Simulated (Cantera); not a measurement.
**Hydrogen reduction and annealing atmospheres: Ta₂O₅ + H₂ + H₂O**

Feed: 1 mol Ta₂O₅, 180 mol H₂, 2.2 mol H₂O, at 0.0133 bar.

Equilibrium computed with Cantera from the NASA thermochemical tables; the gas is ideal and each condensed phase is pure. Candidate condensed phases: H₂O, Ta, Ta₂O₅; 12 gas species. Kinetics and transport are ignored.

```csv
T (K),x H₂,x H,x H₂O,x TaO₂,x OH,x TaO,n Ta₂O₅(s),n Ta₂O₅(l)
1073,0.988,1.21e-7,0.0121,<1e-12,5.51e-12,<1e-12,1.00,0
1173,0.988,1.01e-6,0.0121,<1e-12,8.55e-11,<1e-12,1.00,0
1273,0.988,6.14e-6,0.0121,<1e-12,8.65e-10,<1e-12,1.00,0
1373,0.988,2.87e-5,0.0121,<1e-12,6.25e-9,<1e-12,1.00,0
1473,0.988,0.000109,0.0121,2.06e-11,3.46e-8,<1e-12,1.00,0
1573,0.988,0.000350,0.0121,6.55e-10,1.54e-7,1.84e-12,1.00,0
1673,0.987,0.000980,0.0121,1.36e-8,5.76e-7,7.30e-11,1.000,0
1773,0.985,0.00245,0.0121,1.97e-7,1.85e-6,1.89e-9,1.000,0
1873,0.982,0.00554,0.0120,2.13e-6,5.27e-6,3.40e-8,1.000,0
1973,0.976,0.0115,0.0120,1.78e-5,1.35e-5,4.51e-7,0.998,0
2073,0.965,0.0224,0.0120,0.000117,3.16e-5,4.47e-6,0,0.989
2173,0.947,0.0407,0.0121,0.000551,6.94e-5,3.00e-5,0,0.946
```
x: gas mole fraction; n: condensed amount in mol.

From 1073 K to 1973 K the condensed part is Ta₂O₅(s). From 2073 K to 2173 K the condensed part is Ta₂O₅(l).
